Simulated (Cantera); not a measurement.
An adiabatic, constant-volume homogeneous reactor starts with H2 : O2 : N2 : NO = 1 : 0.926 : 3.48 : 0.016 (molar parts), at 1400 K and 500000 Pa. Integrator tolerance rtol = 1e-08.

Cantera simulation using GRI-Mech 3.0 (53 species, 325 reactions); the numbers are that mechanism's predictions, not measurements. The hydrogen kinetics of GRI-Mech 3.0 are dated; newer H2 mechanisms differ, most at raised pressure.

Question: What does this change do: constant pressure in place of constant volume?

Answer: 
```
quantity                                                            before                                    after
---------------------------------  ---------------------------------------  ---------------------------------------
time of steepest temperature rise                                  4.12 µs                                  4.22 µs
temperature at 0.500 s                                              2766 K                                   2573 K
equilibrium temperature                                             2766 K                                   2573 K
x(H2) at 0.500 s                   0.00440 (gas-phase equilibrium 0.00440)  0.00262 (gas-phase equilibrium 0.00262)
x(O2) at 0.500 s                     0.0733 (gas-phase equilibrium 0.0733)    0.0771 (gas-phase equilibrium 0.0771)
x(NO) at 0.500 s                     0.0195 (gas-phase equilibrium 0.0195)    0.0149 (gas-phase equilibrium 0.0149)
x(H2O2) at 0.500 s                 1.80e-6 (gas-phase equilibrium 1.80e-6)  9.81e-7 (gas-phase equilibrium 9.81e-7)
x(OH) at 0.500 s                     0.0186 (gas-phase equilibrium 0.0186)    0.0131 (gas-phase equilibrium 0.0131)
```
